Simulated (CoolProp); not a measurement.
Saturated liquid density (kg/m³) of water: the reference equation beside estimates from Tc = 647.1 K, pc = 220.6 bar, ω = 0.344. Rackett uses Z = 0.29056 − 0.08775 ω.

Computed with CoolProp (reference Helmholtz-energy equation of state, Wagner 2002).

```csv
T (K),reference,Rackett,van der Waals,Redlich-Kwong,Soave-Redlich-Kwong,Peng-Robinson
445.2,895.3,744.7,426.1,619.1,653.0,738.7
451.8,888.4,737.9,422.4,612.5,646.8,732.0
458.4,881.3,731.1,418.6,605.8,640.5,725.1
464.9,874.1,724.2,414.8,599.1,634.1,718.1
471.5,866.6,717.1,410.9,592.1,627.4,710.7
478,858.9,710.0,406.9,585.0,620.6,703.2
484.6,850.9,702.7,402.8,577.7,613.5,695.4
491.2,842.7,695.2,398.6,570.2,606.1,687.2
497.7,834.3,687.7,394.4,562.6,598.7,678.9
504.3,825.6,680.0,390.0,554.7,590.8,670.2
510.9,816.5,672.0,385.5,546.6,582.7,661.2
517.4,807.3,664.1,381.0,538.4,574.5,651.9
```

Absolute difference from the reference over all 12 rows, mean and median: Rackett 17.3 and 17.4 %, van der Waals 52.6 and 52.6 %, Redlich-Kwong 32.0 and 32.0 %, Soave-Redlich-Kwong 27.9 and 27.8 %, Peng-Robinson 18.3 and 18.2 %.
